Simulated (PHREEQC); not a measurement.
Dissolve 9.4 mmol/kgw Ni(NO3)2 and 1.2 mmol/kgw CO2 at 20 °C. Closed to the air; pH follows from the charge balance.

The numbers come from PHREEQC with the ion-association model, wateq4f.dat.

Task: The ionic strength comes out as 0.0282 mol/kgw. What activity coefficients do Ni+2, NiHCO3+, H+, NO3-, HCO3- get?

Result: Ni+2 0.53, NiHCO3+ 0.86, H+ 0.88, NO3- 0.85, HCO3- 0.86.

No solid was allowed to form.
